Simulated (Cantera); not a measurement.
Feed: 1 mol C6H6, 0.055 mol CO2, 40 mol H2, at 2577 °C and 13.3 mbar.

Method: chemical equilibrium by Gibbs-energy minimisation in Cantera with the NASA 1993 tables (ideal gas, pure condensed phases). Rates play no part.

```csv
species,before,after
H2,0.424,0.985
H,0.549,0.0116
CO,0.00183,0.00254
C2H2 (acetylene),0.0167,0.000631
C3,0.00433,1.06e-9
C,0.000846,1.27e-9
C2,0.000427,<1e-9
C5,4.91e-5,<1e-9
CH,3.70e-5,<1e-9
C2H,0.00295,1.27e-7
"C(graphite), mol",2.62,5.89
```
Gas species are given as mole fractions.

Q: Which change was made?
(A) CO2 from 0.055 to 0.036 mol
(B) temperature from 2577 °C to 1700 °C
(C) temperature from 2577 °C to 877 °C
(D) temperature from 2577 °C to 2477 °C

A: B, temperature from 2577 °C to 1700 °C
